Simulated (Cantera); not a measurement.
A perfectly stirred reactor is fed with 0.514 % CH4, 98.8 % H2, 0.652 % CO2, at 10.00 Torr; it is held at 2875 K, and followed from long to short residence time.

Cantera simulation using GRI-Mech 3.0 (53 species, 325 reactions); the numbers are that mechanism's predictions, not measurements. Radical loss at walls, strong at low pressure, is not modelled.

### Question
Predict: x(CH4) at τ = 1.10 s; x(H2) at τ = 1.10 s; x(CO2) at τ = 1.10 s; x(CH2) at τ = 1.10 s; x(CH4) at τ = 7.60 ms; x(H2) at τ = 7.60 ms; x(CO2) at τ = 7.60 ms; x(CH2) at τ = 7.60 ms.

### Answer
```
Quantity                 Result
---------------------  --------
x(CH4) at τ = 1.10 s    7.02e-9
x(H2) at τ = 1.10 s       0.476
x(CO2) at τ = 1.10 s    1.76e-6
x(CH2) at τ = 1.10 s    9.75e-8
x(CH4) at τ = 7.60 ms  0.000558
x(H2) at τ = 7.60 ms      0.924
x(CO2) at τ = 7.60 ms  0.000139
x(CH2) at τ = 7.60 ms   7.06e-5
```
